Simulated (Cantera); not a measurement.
An isothermal, constant-pressure homogeneous reactor starts with 22.7 % C2H4, 77.1 % H2, 0.191 % N2, at 1850 K and 0.0267 bar.

Computed with Cantera and GRI-Mech 3.0 (53 species, 325 reactions). GRI-Mech 3.0 was tuned for natural gas; its chemistry of ethylene as a main component is partial and can be far from experiment. GRI-Mech 3.0 stops at C3 and has no aromatics, soot or wall deposition, so with more carbon than oxygen in the feed, carbon stays in small species such as C2H2 where larger ones or solid carbon would form. Radical loss at walls, strong at low pressure, is not modelled.

x: mole fraction; the columns are a selection and need not sum to one.

| t (s) | x C2H4 | x H2 | x CH3 | x C2H | x CH4 | x H | x C2H6 |
|---|---|---|---|---|---|---|---|
| 3.00e-6 | 0.227 | 0.771 | 1.37e-11 | <1e-12 | 3.44e-12 | 3.10e-7 | 2.29e-10 |
| 1.44e-5 | 0.226 | 0.771 | 4.68e-10 | 1.04e-11 | 1.62e-10 | 1.44e-6 | 3.58e-9 |
| 6.95e-5 | 0.224 | 0.772 | 9.54e-9 | 2.42e-10 | 1.31e-8 | 6.91e-6 | 2.64e-8 |
| 0.000334 | 0.212 | 0.774 | 5.96e-8 | 5.66e-9 | 4.92e-7 | 3.30e-5 | 9.80e-8 |
| 0.00161 | (withheld) | 0.785 | (withheld) | (withheld) | (withheld) | (withheld) | (withheld) |
| 0.00775 | 0.0267 | 0.808 | 2.54e-7 | 4.62e-7 | 3.81e-5 | 0.000213 | 5.72e-8 |
| 0.0373 | 7.84e-5 | 0.812 | 1.61e-6 | 3.41e-6 | 4.66e-5 | 0.00140 | 4.82e-10 |
| 0.179 | 6.62e-5 | 0.811 | (withheld) | 7.27e-6 | (withheld) | 0.00297 | 4.63e-10 |
| 0.863 | 6.61e-5 | 0.811 | 1.04e-5 | 7.32e-6 | 0.000140 | 0.00299 | 6.05e-10 |
| 4.16 | 6.61e-5 | 0.811 | 2.33e-5 | 7.32e-6 | 0.000315 | 0.00299 | 1.31e-9 |
| 20.0 | 6.61e-5 | 0.811 | 2.49e-5 | 7.32e-6 | 0.000336 | 0.00299 | 1.43e-9 |

Question: Complete the blanks.

Answer: 
- 0.00161, x C2H4: 0.154
- 0.00161, x CH3: 1.86e-7
- 0.00161, x C2H: 9.76e-8
- 0.00161, x CH4: 8.44e-6
- 0.00161, x H: 0.000120
- 0.00161, x C2H6: 2.05e-7
- 0.179, x CH3: 4.44e-6
- 0.179, x CH4: 6.04e-5
